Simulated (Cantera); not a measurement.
A Cantera script and what it prints.

```python
import numpy as np
import cantera as ct

gas_names = [...]  # 151 gases of nasa_gas.yaml made of C, H, N, O, Si
cond_names = """
    C(gr) C6H6(L) C7H8(L) C8H18(L),n-octa H2O(s) H2O(L) Si(cr) Si(L) SiC(b) SiO2(Lqz) SiO2(hqz) SiO2(L)
    Si2N2O(s) Si3N4(a)
""".split()


# ... load() reads the species with a 1 bar reference pressure and builds the phases ...
atoms = {
    'HMDSO': {'Si': 2, 'C': 6, 'H': 18, 'O': 1},
    'H2O': {'H': 2, 'O': 1},
    'N2': {'N': 2},
}
top_T = {'C(gr)': 4500, 'SiC(b)': 3050, 'Si2N2O(s)': 2100, 'Si3N4(a)': 2400}  # K; cautious upper limits of use, not melting points


# ... equilibrate(T, P, feed) seeds the gas with the atoms and calls Mixture.equilibrate('TP', solver="vcs", rtol=1e-11, max_steps=5000) ...
results = []
T = 1600  # K
P = 4500  # Pa
for m in [0.13, 0.19, 0.26, 0.36, 0.49, 0.68, 0.94, 1.3, 1.8, 2.5, 3.4, 4.7]:
    feed = {'HMDSO': 1, 'H2O': m, 'N2': 140}  # mol
    mix = equilibrate(T, P, feed)
    results.append((T, P, feed, dict(zip(mix.species_names, mix.species_moles))))
    x = sorted(zip(gas.X, gas.species_names), reverse=True)
    print(f"T = {T:g} K  P = {P:g} Pa  n(H2O) = {m:g} mol  gas = {mix.phase_moles(0):.4g} mol")
    print("   x: " + "  ".join(f"{s} {v:.3e}" for v, s in x if v > 1e-05))
    print("   condensed (mol): " + ("  ".join(f"{mix.phase(i).name} {mix.phase_moles(i):.4g}"
          for i in range(1, mix.n_phases) if mix.phase_moles(i) > 1e-12) or "none"))
```

It prints:

```
T = 1600 K  P = 4500 Pa  n(H2O) = 0.13 mol  gas = 150.3 mol
   x: N2 9.314e-01  H2 6.048e-02  CO 7.498e-03  HCN 4.858e-04  H 6.303e-05  SiO 2.175e-05  HNC 1.111e-05
   condensed (mol): C(gr) 2.801  SiC(b) 1.997
T = 1600 K  P = 4500 Pa  n(H2O) = 0.19 mol  gas = 150.4 mol
   x: N2 9.307e-01  H2 6.083e-02  CO 7.890e-03  HCN 4.870e-04  H 6.321e-05  SiO 2.288e-05  HNC 1.114e-05
   condensed (mol): C(gr) 2.741  SiC(b) 1.997
T = 1600 K  P = 4500 Pa  n(H2O) = 0.26 mol  gas = 150.5 mol
   x: N2 9.298e-01  H2 6.123e-02  CO 8.346e-03  HCN 4.884e-04  H 6.342e-05  SiO 2.421e-05  HNC 1.117e-05
   condensed (mol): C(gr) 2.672  SiC(b) 1.996
T = 1600 K  P = 4500 Pa  n(H2O) = 0.36 mol  gas = 150.7 mol
   x: N2 9.286e-01  H2 6.181e-02  CO 8.997e-03  HCN 4.904e-04  H 6.372e-05  SiO 2.609e-05  HNC 1.122e-05
   condensed (mol): C(gr) 2.572  SiC(b) 1.996
T = 1600 K  P = 4500 Pa  n(H2O) = 0.49 mol  gas = 151 mol
   x: N2 9.270e-01  H2 6.257e-02  CO 9.840e-03  HCN 4.929e-04  H 6.411e-05  SiO 2.854e-05  HNC 1.128e-05
   condensed (mol): C(gr) 2.442  SiC(b) 1.996
T = 1600 K  P = 4500 Pa  n(H2O) = 0.68 mol  gas = 151.4 mol
   x: N2 9.247e-01  H2 6.366e-02  CO 1.107e-02  HCN 4.966e-04  H 6.467e-05  SiO 3.210e-05  HNC 1.136e-05
   condensed (mol): C(gr) 2.252  SiC(b) 1.995
T = 1600 K  P = 4500 Pa  n(H2O) = 0.94 mol  gas = 151.9 mol
   x: N2 9.215e-01  H2 6.515e-02  CO 1.274e-02  HCN 5.015e-04  H 6.542e-05  SiO 3.694e-05  HNC 1.147e-05
   condensed (mol): C(gr) 1.993  SiC(b) 1.994
T = 1600 K  P = 4500 Pa  n(H2O) = 1.3 mol  gas = 152.6 mol
   x: N2 9.171e-01  H2 6.720e-02  CO 1.503e-02  HCN 5.081e-04  H 6.644e-05  SiO 4.359e-05  HNC 1.162e-05
   condensed (mol): C(gr) 1.633  SiC(b) 1.993
T = 1600 K  P = 4500 Pa  n(H2O) = 1.8 mol  gas = 153.6 mol
   x: N2 9.112e-01  H2 7.001e-02  CO 1.818e-02  HCN 5.170e-04  H 6.781e-05  SiO 5.272e-05  HNC 1.183e-05
   condensed (mol): C(gr) 1.134  SiC(b) 1.992
T = 1600 K  P = 4500 Pa  n(H2O) = 2.5 mol  gas = 155 mol
   x: N2 9.029e-01  H2 7.388e-02  CO 2.251e-02  HCN 5.287e-04  H 6.966e-05  SiO 6.530e-05  HNC 1.209e-05
   condensed (mol): C(gr) 0.4357  SiC(b) 1.99
T = 1600 K  P = 4500 Pa  n(H2O) = 3.4 mol  gas = 156.5 mol
   x: N2 8.933e-01  H2 7.895e-02  CO 2.707e-02  HCN 4.566e-04  SiO 1.112e-04  H 7.202e-05  HNC 1.045e-05
   condensed (mol): SiC(b) 1.69  Si2N2O(s) 0.1463
T = 1600 K  P = 4500 Pa  n(H2O) = 4.7 mol  gas = 158.2 mol
   x: N2 8.808e-01  H2 8.628e-02  CO 3.223e-02  HCN 5.000e-04  SiO 1.190e-04  H 7.528e-05  HNC 1.144e-05
   condensed (mol): SiC(b) 0.8186  Si2N2O(s) 0.5813
```

Method: chemical equilibrium by Gibbs-energy minimisation in Cantera with the NASA 1993 tables (ideal gas, pure condensed phases). The feed counts by its element totals alone. Mutual solubility and eutectic melting of coexisting phases are not modelled.
